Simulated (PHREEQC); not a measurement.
Make-up at 82 °C: 0.016 mol Cu(BF4)2, 0.002 mol H2SO4 and 0.27 mol Na2SO4 per kg of water. Closed to the air; pH follows from the charge balance.

All values are PHREEQC results (ion-association model, phreeqc.dat), not measurements.

No solid was allowed to form.

Estimate the pH, ionic strength.

pH 3.24; ionic strength 0.645 mol/kgw.

In which forms is Na present?

Na+ 84 %, NaSO4- 16 % of the Na.

At this temperature some constants are extrapolated from 25 °C, and those without enthalpy data are left unchanged. Real BF4- forms and hydrolyses slowly; the run takes it at equilibrium.
